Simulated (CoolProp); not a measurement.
Saturated liquid density (kg/m³) of tetrahydrofuran: the reference equation beside estimates from Tc = 540.2 K, pc = 5304 kPa, ω = 0.234. Rackett uses Z = 0.29056 − 0.08775 ω.

Computed with CoolProp (reference Helmholtz-energy equation of state, Fiedler 2023).

| T (K) | reference | Rackett | van der Waals |
|---|---|---|---|
| 293.4 | 887.2 | 898.2 | 544.5 |
| 304.1 | [?] | 886.5 | 537.8 |
| 314.7 | 863.6 | 874.6 | 531.1 |
| 325.4 | 851.5 | 862.4 | [?] |
| 336 | 839.3 | 850.0 | 516.9 |
| 346.7 | 826.8 | 837.3 | 509.5 |
| 357.3 | 814.2 | 824.3 | [?] |
| 368 | 801.3 | 810.9 | 493.9 |

### Question
What belongs in the gaps?

### Answer

- 304.1, reference: 875.4
- 325.4, van der Waals: 524.1
- 357.3, van der Waals: 501.8

Absolute difference from the reference over all 8 rows, mean and median: Rackett 1.3 and 1.3 %, van der Waals 38.5 and 38.4 %.
